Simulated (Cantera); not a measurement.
Input (Python, Cantera) and output of one run.

```python
import numpy as np
import cantera as ct

gas_names = """
    H HO2 H2 H2O H2O2 O OH O2 O3 Ti TiO TiO2
""".split()
cond_names = """
    H2O(s) H2O(L) Ti(a) Ti(b) Ti(L) TiO(a) TiO(b) TiO(L) TiO2(ru) TiO2(L) Ti2O3(a) Ti2O3(b) Ti2O3(L)
    Ti3O5(a) Ti3O5(b) Ti3O5(L) Ti4O7(s) Ti4O7(L)
""".split()


# ... load() reads the species with a 1 bar reference pressure and builds the phases ...
atoms = {
    'Ti': {'Ti': 1},
    'O2': {'O': 2},
    'H2': {'H': 2},
    'H2O': {'H': 2, 'O': 1},
}
top_T = {}  # K; cautious upper limits of use, not melting points


# ... equilibrate(T, P, feed) seeds the gas with the atoms and calls Mixture.equilibrate('TP', solver="vcs", rtol=1e-11, max_steps=5000) ...
results = []
feed = {'Ti': 1, 'O2': 0.58, 'H2': 29, 'H2O': 0.0042}  # mol
P = 1333.22  # Pa
for T in [1200, 1300, 1400, 1500, 1600, 1700, 1800, 1900, 2000, 2100]:
    mix = equilibrate(T, P, feed)
    results.append((T, P, feed, dict(zip(mix.species_names, mix.species_moles))))

top = {s: max(r[3][s] / sum(r[3][g] for g in gas_names) for r in results) for s in gas_names}
cols = sorted((s for s in top if top[s] > 0.0001), key=lambda s: -top[s])[:5]
seen = [c for c in cond_names if any(r[3].get(c, 0) > 1e-12 for r in results)]
print("log10 of partial pressures in bar; condensed amounts in mol")
print(f"{'T/K':>10s}" + "".join(f"{s[:9]:>10s}" for s in cols + seen))
for T, P, feed, n in results:
    ng = sum(n[g] for g in gas_names)
    print(f"{T:10.4g}" + "".join(f"{np.log10(max(n[s] / ng * P / 1e5, 1e-99)):10.3f}" for s in cols)
          + "".join(f"{n.get(c, 0):10.4g}" for c in seen))
```

It prints:

```
log10 of partial pressures in bar; condensed amounts in mol
       T/K        H2         H       H2O       TiO    TiO(a)    TiO(b)    TiO(L)  Ti2O3(b)
      1200    -1.875    -7.642    -8.528   -16.048    0.6716         0         0    0.1642
      1300    -1.875    -6.894    -7.940   -14.109         0    0.6716         0    0.1642
      1400    -1.875    -6.251    -7.422   -12.462         0    0.6718         0    0.1641
      1500    -1.875    -5.692    -6.974   -11.043         0    0.6721         0     0.164
      1600    -1.875    -5.202    -6.582    -9.807         0    0.6727         0    0.1636
      1700    -1.876    -4.769    -6.235    -8.722         0    0.6741         0    0.1629
      1800    -1.876    -4.384    -5.926    -7.764         0    0.6767         0    0.1616
      1900    -1.878    -4.040    -5.649    -6.912         0    0.6811         0    0.1593
      2000    -1.881    -3.730    -5.399    -6.151         0    0.6873         0    0.1555
      2100    -1.887    -3.450    -5.095    -5.505         0         0    0.6994    0.1466
```

Equilibrium computed with Cantera from the NASA thermochemical tables; the gas is ideal and each condensed phase is pure. Mutual solubility and eutectic melting of coexisting phases are not modelled. TiO: taken at fixed stoichiometry.
